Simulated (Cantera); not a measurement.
A closed system holds: 1 mol TEOS, 0.21 mol O2, 37 mol N2, at 15.0 Pa.

Cantera equilibrium calculation (NASA polynomials, part measured and part estimated; ideal gas, pure solids and liquids). Candidate condensed phases: C, C6H6, C7H8, C8H18, H2O, Si, SiC, SiO2, Si2N2O, Si3N4; 151 gas species. The feed counts by its element totals alone. N2 is the only nitrogen source here; it is nearly inert below about 1500 K, so the nitride shown seldom forms there in practice. Rates play no part.

Problem. Which condensed phases are stable at each of these points (T (K)): 1025, 1100, 1175, 1250, 1325, 1400, 1475, 1550, 1625, 1700, 1775?

Solution. 
```csv
T (K),condensed phases,Si condensed (%)
1025,C(graphite) + Si2N2O(s),100.0
1100,C(graphite) + Si2N2O(s),100.0
1175,C(graphite) + Si2N2O(s),100.0
1250,C(graphite) + Si2N2O(s),100.0
1325,C(graphite) + SiC(s),99.6
1400,C(graphite) + SiC(s),99.4
1475,C(graphite) + SiC(s),99.2
1550,C(graphite) + SiC(s),98.9
1625,C(graphite) + SiC(s),98.5
1700,C(graphite) + SiC(s),97.8
1775,C(graphite) + SiC(s),96.0
```

From 1025 K to 1250 K the condensed part is C(graphite) + Si2N2O(s). From 1325 K to 1775 K the condensed part is C(graphite) + SiC(s).
